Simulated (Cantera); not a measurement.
A freely propagating, adiabatic, planar premixed flame of H2 : O2 : N2 = 1 : 0.208 : 0.979 (molar parts), equivalence ratio 2.4, unburnt at 323 K and 5.00 bar; mixture-averaged transport, grid criteria slope 0.08 and curve 0.16, no radiation.

Model: the H2/O2 subset of GRI-Mech 3.0, which has no nitrogen chemistry, integrated in Cantera. The hydrogen kinetics of GRI-Mech 3.0 are dated; newer H2 mechanisms differ, most at raised pressure. Burning velocities carry a grid error of a few per cent, more on coarse grids.

How do the results move with these cheaper or finer settings: unity-Lewis-number transport; multicomponent transport; multicomponent+Soret transport; grid criteria slope 0.5, curve 1; grid criteria slope 0.25, curve 0.5; grid criteria slope 0.03, curve 0.06?


```tsv
setting	laminar burning velocity	thermal thickness	peak x(H2O2)	peak x(OH)	grid points
as above	195 cm/s	0.0559 mm	0.000129	0.000875	111
unity-Lewis-number transport	122 cm/s	0.0670 mm	6.20e-5	0.000804	113
multicomponent transport	192 cm/s	0.0561 mm	0.000128	0.000859	111
multicomponent+Soret transport	187 cm/s	0.0534 mm	0.000144	0.000903	113
grid criteria slope 0.5, curve 1	222 cm/s	0.0707 mm	0.000151	0.000985	30
grid criteria slope 0.25, curve 0.5	199 cm/s	0.0605 mm	0.000137	0.000905	47
grid criteria slope 0.03, curve 0.06	191 cm/s	0.0549 mm	0.000127	0.000842	256
```
Unity Lewis numbers drop preferential diffusion, which matters most where H2 and H carry the flame; Soret adds thermal diffusion.
